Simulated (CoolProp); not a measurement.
R245ca along the isobar 101 kPa: density (kg/m³) from the reference equation and from simpler models built on Tc = 174.4 °C, pc = 3941 kPa, ω = 0.355; each cubic takes its own stable root.

Computed with CoolProp (reference Helmholtz-energy equation of state, Zhou 2016).

| T (°C) | phase | reference |
|---|---|---|
| 7.05 | liquid | 1432 |
| 21.05 | liquid | 1397 |
| 35.15 | gas | 5.469 |
| 49.15 | gas | 5.204 |
| 63.25 | gas | 4.965 |
| 77.25 | gas | 4.750 |
| 91.35 | gas | 4.553 |
| 105.35 | gas | 4.374 |
| 119.35 | gas | 4.209 |
| 133.45 | gas | 4.056 |

How far does each simpler model (van der Waals, Redlich-Kwong, Peng-Robinson) lie from the reference over these 10 states: mean and median of the absolute difference, and the worst?


- van der Waals: mean 20.6 %, median 0.9 %, worst -99.6 % at 21.05 °C and 101 kPa
- Redlich-Kwong: mean 20.3 %, median 0.5 %, worst -99.6 % at 21.05 °C and 101 kPa
- Peng-Robinson: mean 1.0 %, median 0.1 %, worst +4.4 % at 21.05 °C and 101 kPa

At some of these states van der Waals, Redlich-Kwong gives the other phase, because its saturation line lies elsewhere.
